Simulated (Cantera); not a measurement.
A closed system holds: 1 mol Ti(OiPr)4, 1.4 mol O2, at 0.100 bar.

Method: chemical equilibrium by Gibbs-energy minimisation in Cantera with the NASA 1993 tables (ideal gas, pure condensed phases). Candidate condensed phases: C, C6H6, C7H8, C8H18, H2O, Ti, TiC, TiO, TiO2, Ti2O3, Ti3O5, Ti4O7; 113 gas species. The feed counts by its element totals alone. TiC: taken at fixed stoichiometry. The numbers say what is thermodynamically allowed, not how fast it happens. All values below are at 1825 K.

Base state: H2 0.672, CO 0.327, H 0.00114, C2H2 (acetylene) 0.000144, CH4 3.20e-5 (mole fractions); condensed: C(graphite) + TiC(s).

Problem. What changes in the equilibrium state with this change: Ti(OiPr)4 replaced by TiCl4?

Solution. 
| species | before | after |
|---|---|---|
| Cl | 0 | 0.593 |
| Cl2 | 0 | 0.279 |
| O2 | <1e-9 | 0.121 |
| H2 | 0.672 | 0 |
| CO | 0.327 | 0 |
| TiCl4 | 0 | 0.00469 |
| H | 0.00114 | 0 |
| ClO | 0 | 0.00114 |
| C(graphite), mol | 4.19 | 0 |
| TiC(s), mol | 1.00 | 0 |
| TiO2(rutile), mol | 0 | 0.983 |
Further candidate phases: TiCl2, TiCl3, TiCl4.
